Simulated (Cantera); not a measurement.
# Ignition delay

Mixture: CH₄ : H₂ : O₂ : N₂ : H₂O = 1 : 0.095 : 2.53 : 9.5 : 1.2 (molar parts), equivalence ratio 0.81, at 101000 Pa, adiabatic and at constant pressure. Ignition delay is the time to a rise of 400 K.

Model: GRI-Mech 3.0 (53 species, 325 reactions), integrated in Cantera.

| T0 (K) | delay (ms) |
|---|---|
| 1150 | 30.7 |
| 1225 | 13.6 |
| 1300 | 6.04 |
| 1375 | 2.74 |
| 1450 | 1.30 |

The apparent activation energy between 1300 and 1450 K is 160 kJ/mol.
